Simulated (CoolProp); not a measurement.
Vapour-liquid equilibrium of ethane (1) + C3F8 (R218) (2) at 1.51 bar; x and y are mole fractions of (1).

Computed with CoolProp (multi-fluid Helmholtz-energy mixture model, Bücker 2006 and Lemmon 2006; pair parameters Bell 2016).

### Question
Give the bubble temperature and the first vapour's composition at x = 0.275, 0.65, 0.8. Is there an azeotrope?

### Answer
x = 0.275: -72.1 °C, y = 0.920; x = 0.65: -77.8 °C, y = 0.953; x = 0.8: -78.7 °C, y = 0.961. No azeotrope shows between x = 0.05 and 0.95.

The pair parameters rest on a limited set of measurements; away from them the model extrapolates. With so large a gap from Raoult's law the liquid may split in two, which this calculation doesn't test in full.
